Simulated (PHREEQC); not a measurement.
Consider water at 20 °C with 0.0035 mol/kgw KOH and 0.0029 mol/kgw CuSO4. Closed to the air; pH follows from the charge balance.

Equilibrium calculation in PHREEQC: ion-association model, wateq4f.dat.

The ionic strength comes out as 0.00933 mol/kgw. What activity coefficients do SO4-2, K+, CuOH+, KSO4-, Cu+2 get?

SO4-2 0.68, K+ 0.90, CuOH+ 0.91, KSO4- 0.91, Cu+2 0.69.

Precipitation was switched off in this run. The solution is supersaturated, for example in Brochantite, Antlerite, so a real one may precipitate; this is no full list. Complexes and solids missing from the database can't appear. The database's constant for dissolved Cu(OH)2 is higher than later reviews accept.
